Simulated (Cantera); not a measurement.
A Cantera script and what it prints.

```python
import numpy as np
import cantera as ct

gas_names = [...]  # 110 gases of nasa_gas.yaml made of C, H, O
cond_names = """
    C(gr) C6H6(L) C7H8(L) C8H18(L),n-octa H2O(s) H2O(L)
""".split()


# ... load() reads the species with a 1 bar reference pressure and builds the phases ...
atoms = {
    'C2H5OH': {'C': 2, 'H': 6, 'O': 1},
    'O2': {'O': 2},
}
top_T = {'C(gr)': 4500}  # K; cautious upper limits of use, not melting points


# ... equilibrate(T, P, feed) seeds the gas with the atoms and calls Mixture.equilibrate('TP', solver="vcs", rtol=1e-11, max_steps=5000) ...
results = []
T = 2973  # K
P = 99  # Pa
for m in [0.2, 0.41, 0.62, 0.83, 1, 1.3, 1.5, 1.7]:
    feed = {'C2H5OH': 1, 'O2': m}  # mol
    mix = equilibrate(T, P, feed)
    results.append((T, P, feed, dict(zip(mix.species_names, mix.species_moles))))

top = {s: max(r[3][s] / sum(r[3][g] for g in gas_names) for r in results) for s in gas_names}
cols = sorted((s for s in top if top[s] > 0.0001), key=lambda s: -top[s])[:5]
seen = [c for c in cond_names if any(r[3].get(c, 0) > 1e-12 for r in results)]
print("log10 of partial pressures in bar; condensed amounts in mol")
print(f"{'n(O2)':>10s}" + "".join(f"{s[:9]:>10s}" for s in cols + seen))
for T, P, feed, n in results:
    ng = sum(n[g] for g in gas_names)
    print(f"{feed['O2']:10.4g}" + "".join(f"{np.log10(max(n[s] / ng * P / 1e5, 1e-99)):10.3f}" for s in cols)
          + "".join(f"{n.get(c, 0):10.4g}" for c in seen))
```

Output:

```
log10 of partial pressures in bar; condensed amounts in mol
     n(O2)         H        CO         O        H2        C3
       0.2    -3.131    -3.733   -10.766    -4.586    -4.767
      0.41    -3.144    -3.633   -10.427    -4.612    -5.484
      0.62    -3.160    -3.609    -4.559    -4.644   -23.014
      0.83    -3.181    -3.631    -4.143    -4.687   -24.328
         1    -3.198    -3.647    -3.981    -4.720   -24.866
       1.3    -3.226    -3.675    -3.806    -4.776   -25.474
       1.5    -3.243    -3.693    -3.728    -4.811   -25.762
       1.7    -3.260    -3.710    -3.666    -4.844   -25.997
```

These are equilibrium values from Cantera (NASA tables, ideal gas, pure condensed phases), not measurements of a reactor.
